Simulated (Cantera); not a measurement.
A Cantera script and what it prints.

```python
import numpy as np
import cantera as ct

gas_names = """
    CO2
""".split()
cond_names = """
    TaC(s) TaC(L) Ta2O5(s) Ta2O5(L) Ta(cr) Ta(L)
""".split()


# ... load() reads the species with a 1 bar reference pressure and builds the phases ...
species = {s.name: s for s in load("nasa_gas.yaml", gas_names) + load("nasa_condensed.yaml", cond_names)}
# Each term lists the table entries of one substance; the one whose range holds T is used.
reactions = {
    '5 TaC + 2 Ta2O5 = 5 CO2(g) + 9 Ta':
        [(-5, ['TaC(s)', 'TaC(L)']), (-2, ['Ta2O5(s)', 'Ta2O5(L)']), (5, ['CO2']), (9, ['Ta(cr)', 'Ta(L)'])],
}


def pick(names, T):
    return next(species[n] for n in names if species[n].thermo.min_temp <= T <= species[n].thermo.max_temp)


results = []
for label, terms in reactions.items():
    print(label)
    print("     T/K   dH/kJ  dS/(J/K)   dG/kJ   log10 K")
    for T in [1200, 1350, 1500, 1650, 1800, 1950, 2100, 2250, 2400, 2550, 2700]:
        used = [(nu, pick(names, T)) for nu, names in terms]
        dH = sum(nu * s.thermo.h(T) for nu, s in used) / 1e6
        dS = sum(nu * s.thermo.s(T) for nu, s in used) / 1e3
        dG = dH - T * dS / 1e3
        logK = -dG * 1e6 / (ct.gas_constant * T * np.log(10))
        results.append((label, T, dH, dS, dG, logK, [s.name for _, s in used]))
        print(f"{T:8g} {dH:8.1f} {dS:8.1f} {dG:8.1f} {logK:8.2f}")
```

Result:

```
5 TaC + 2 Ta2O5 = 5 CO2(g) + 9 Ta
     T/K   dH/kJ  dS/(J/K)   dG/kJ   log10 K
    1200   2768.2    834.0   1767.3   -76.93
    1350   2752.8    822.0   1643.2   -63.58
    1500   2737.2    811.0   1520.7   -52.95
    1650   2721.2    800.9   1399.8   -44.31
    1800   2705.1    791.5   1280.4   -37.16
    1950   2688.7    782.7   1162.3   -31.14
    2100   2428.4    656.2   1050.5   -26.13
    2250   2399.2    642.7    953.1   -22.13
    2400   2370.5    630.4    857.6   -18.67
    2550   2342.7    619.1    763.9   -15.65
    2700   2315.9    608.9    671.8   -13.00
```

Cantera with NASA thermochemical tables; ideal gases at 1 bar, condensed phases pure. TaC: taken at fixed stoichiometry. Condensed species are held in their standard states even where they would react or evaporate.
